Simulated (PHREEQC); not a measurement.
0.5 g of hydrous ferric oxide (600 m²/g; 0.2 weak and 0.005 strong sites per Fe, Dzombak-Morel constants, diffuse double layer) in 1 kg of water with 0.01 mol/kgw of an inert sodium salt and 3.4e-05 mol/kgw ZnCl2, at 25 °C; the pH is set by adding NaOH or the inert anion's acid. O2 is buffered at 0.21 atm. No CO2 enters from the air. Precipitation was switched off in this run.

All values are PHREEQC results (ion-association model, wateq4f.dat), not measurements.

Predict Zn sorbed (%), surface charge σ (C/m²), surface potential ψ (mV) at pH = 4, 4.5, 7, 7.5, 8.5.


```csv
pH,Zn sorbed (%),surface charge σ (C/m²),surface potential ψ (mV)
4,0.1,0.218,184
4.5,0.4,0.162,169
7,95.3,0.018,63
7.5,99.4,0.009,37
8.5,100.0,-0.004,-18
```

Species that the database lacks are ignored. The oxide is taken as insoluble; below pH 4 it would dissolve.
